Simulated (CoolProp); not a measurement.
A Linde-Hampson liquefier for ethane: isothermal reversible compression at 320 K from 1 atm to 25 MPa, throttling to 1 atm, return gas leaving the recuperator 2 K below the feed. Each further row changes one setting.

Computed with CoolProp (reference Helmholtz-energy equation of state, Bücker 2006).

```json
[
 {"case": "as stated", "liquid yield per pass": "0.465", "compression work (kJ/kg of gas)": "378"},
 {"case": "high pressure 50 MPa", "liquid yield per pass": "?", "compression work (kJ/kg of gas)": "436"},
 {"case": "warm-end temperature 350 K", "liquid yield per pass": "?", "compression work (kJ/kg of gas)": "?"},
 {"case": "warm-end gap 7 K", "liquid yield per pass": "?", "compression work (kJ/kg of gas)": "378"}
]
```

**Question.** Complete the blanks.

**Answer.** 
- high pressure 50 MPa, liquid yield per pass: 0.448
- warm-end temperature 350 K, liquid yield per pass: 0.386
- warm-end temperature 350 K, compression work (kJ/kg of gas): 443
- warm-end gap 7 K, liquid yield per pass: 0.458
